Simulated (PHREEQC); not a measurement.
## Spent oxide etchant (model solution)

Make-up at 20 °C: 15 mmol/kgw HF, 0.032 mmol/kgw H2SiF6, 0.15 mmol/kgw (NH4)2HPO4 and 1.5 mmol/kgw H2SO4. Closed to the air; pH follows from the charge balance.

Model: ion-association model, phreeqc.dat, run in PHREEQC.

```json
{
 "pH": "2.35",
 "ionic_strength": "0.00631 mol/kgw",
 "specific_conductance": "1700 µS/cm",
 "total_alkalinity": "-18.0 meq/kg"
}
```

```tsv
species	molality	activity	log γ
HF	0.0126	0.0126	0.001
H+	0.00484	0.00449	-0.033
F-	0.00223	0.00204	-0.037
SO4-2	0.00114	0.000825	-0.142
HSO4-	0.000352	0.000323	-0.036
NH4+	0.000297	0.000272	-0.038
```

Precipitation was switched off in this run. Complexes and solids missing from the database can't appear. SiF6-2 is the database's only silicon fluoride.
